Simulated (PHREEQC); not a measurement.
A solution holds 0.01 mol/kgw ZnSO4, 0.011 mol/kgw NaOH and 0.00052 mol/kgw MnSO4, at 20 °C. Closed to the air; pH follows from the charge balance.

All values are PHREEQC results (ion-association model, wateq4f.dat), not measurements.

No solid was allowed to form.

**Question.** Order these Zn species by the share of Zn that they hold, largest first: ZnSO4, Zn+2, ZnOH+, Zn(OH)2, Zn(SO4)2-2.

**Answer.** Zn(OH)2 (51 %), Zn+2 (26 %), ZnSO4 (15 %), ZnOH+ (6.7 %), Zn(SO4)2-2 (1.1 %)

The pH is 8.73 and the ionic strength 0.0289 mol/kgw. Saturation is exceeded, for instance for Zn(OH)2-e, Zn4(OH)6SO4; the values hold only as long as no solid forms.
